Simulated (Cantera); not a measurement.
Feed: 1 mol Pb, 0.25 mol O2, 70 mol N2, held at 10000 Pa.

Method: chemical equilibrium by Gibbs-energy minimisation in Cantera with the NASA 1993 tables (ideal gas, pure condensed phases). Candidate condensed phases: Pb, PbO, PbO2, Pb3O4; 12 gas species. Each liquid is taken as pure. Mutual solubility and eutectic melting of coexisting phases are not modelled. Equilibrium is a limit: real reactors are often held back by kinetics, nucleation or transport.

x: gas mole fraction; n: condensed amount in mol.

| T (K) | x N2 | x Pb | x PbO | x Pb2 | n Pb(s) | n PbO(red) | n Pb(l) | n PbO(yellow) | n PbO(l) |
|---|---|---|---|---|---|---|---|---|---|
| 500 | 1.00 | <1e-12 | <1e-12 | <1e-12 | 0.500 | 0.500 | 0 | 0 | 0 |
| 575 | 1.00 | 9.59e-12 | <1e-12 | <1e-12 | 0.500 | 0.500 | 0 | 0 | 0 |
| 650 | 1.00 | 9.36e-10 | <1e-12 | <1e-12 | 0 | 0.500 | 0.500 | 0 | 0 |
| 725 | 1.00 | 3.37e-8 | (withheld) | <1e-12 | 0 | 0.500 | 0.500 | 0 | 0 |
| 800 | 1.000 | 6.14e-7 | (withheld) | <1e-12 | 0 | 0 | 0.500 | 0.500 | 0 |
| 875 | 1.000 | 6.74e-6 | (withheld) | 2.48e-12 | 0 | 0 | 0.500 | 0.500 | 0 |
| 950 | 1.000 | 5.03e-5 | (withheld) | 7.20e-11 | 0 | 0 | 0.496 | 0.500 | 0 |
| 1025 | 1.000 | 0.000278 | (withheld) | 1.26e-9 | 0 | 0 | 0.481 | 0.500 | 0 |
| 1100 | 0.999 | 0.00121 | (withheld) | 1.48e-8 | 0 | 0 | 0.415 | 0.496 | 0 |
| 1175 | 0.995 | 0.00435 | (withheld) | 1.25e-7 | 0 | 0 | 0.194 | 0 | 0.472 |

Task: Some entries are withheld; supply them.

Result: 
- 725, x PbO: 8.82e-12
- 800, x PbO: 7.00e-10
- 875, x PbO: 2.57e-8
- 950, x PbO: 5.28e-7
- 1025, x PbO: 6.85e-6
- 1100, x PbO: 6.19e-5
- 1175, x PbO: 0.000403
